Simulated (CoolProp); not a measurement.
A single-stage vapour-compression cycle with carbonyl sulfide: evaporating at 216.15 K (dew point), condensing at 275.15 K (bubble point), superheat 10 K, subcooling 2 K, compressor efficiency 0.65, no pressure losses. Each further row changes one setting.

Model: reference Helmholtz-energy equation of state, Lemmon 2006, in CoolProp. It is a short technical equation, of lower accuracy than the large ones.

```csv
case,cooling COP,pressure ratio,discharge temperature (K),refrigerating effect (kJ/kg),volumetric capacity (kJ/m³)
as stated,1.86,9.45,420.6,250,595
evaporating temperature 221.15 K,(withheld),7.42,(withheld),253,753
condensing temperature 270.15 K,(withheld),8.14,406.1,257,610
subcooling 7 K,1.91,9.45,420.6,257,610
superheat 20 K,1.83,9.45,436.0,257,(withheld)
compressor efficiency 0.55,1.57,9.45,451.0,250,595
```

Task: Fill in the missing entries.

Result: 
- evaporating temperature 221.15 K, cooling COP: 2.13
- evaporating temperature 221.15 K, discharge temperature (K): 404.3
- condensing temperature 270.15 K, cooling COP: 2.08
- superheat 20 K, volumetric capacity (kJ/m³): 583
